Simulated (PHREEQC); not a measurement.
A solution holds 0.0022 mol/kgw Pb(NO3)2 and 0.025 mol/kgw NaCl, at 20 °C. Closed to the air; pH follows from the charge balance.

All values are PHREEQC results (ion-association model, phreeqc.dat), not measurements.

Precipitation was switched off in this run.

### Question
Order these Pb species by the share of Pb that they hold, largest first: Pb+2, PbCl+, PbOH+, PbCl2, PbNO3+.

### Answer
Pb+2 (67 %), PbCl+ (30 %), PbNO3+ (2.2 %), PbCl2 (0.90 %), PbOH+ (0.20 %)

The pH is 5.39 and the ionic strength 0.0301 mol/kgw. Complexes and solids missing from the database can't appear.
